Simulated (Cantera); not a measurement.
An isothermal, constant-pressure homogeneous reactor starts with H2 : O2 = 0.0057 : 1.3 (molar parts), equivalence ratio 0.0022, at 1325 K and 9.00 Torr.

Detailed kinetics in Cantera: the H2/O2 subset of GRI-Mech 3.0, which has no nitrogen chemistry. Radical loss at walls, strong at low pressure, is not modelled.

x: mole fraction; the columns are a selection and need not sum to one.

```tsv
t (s)	x H2	x O2	x H2O2	x O	x OH	x HO2
9.00e-6	0.00437	0.996	<1e-12	3.98e-11	3.97e-11	2.75e-10
4.19e-5	0.00437	0.996	<1e-12	6.18e-10	6.13e-10	1.28e-9
0.000195	0.00437	0.996	<1e-12	5.52e-9	5.29e-9	5.97e-9
0.000911	0.00437	0.996	9.91e-12	4.70e-8	4.06e-8	2.78e-8
0.00424	0.00436	0.996	1.59e-10	3.03e-6	2.41e-6	1.31e-7
0.0198	1.86e-5	0.991	5.89e-9	0.00390	0.000543	2.37e-7
0.0921	…	0.992	…	0.00364	…	…
0.429	…	0.993	…	…	…	…
2.00	1.85e-6	0.995	2.84e-9	0.000883	0.000240	9.66e-8
```

### Question
Some entries are withheld; supply them.

### Answer

- 0.0921, x H2: 7.39e-6
- 0.0921, x H2O2: 4.91e-9
- 0.0921, x OH: 0.000479
- 0.0921, x HO2: 2.11e-7
- 0.429, x H2: 5.35e-6
- 0.429, x H2O2: 4.43e-9
- 0.429, x O: 0.00261
- 0.429, x OH: 0.000408
- 0.429, x HO2: 1.78e-7
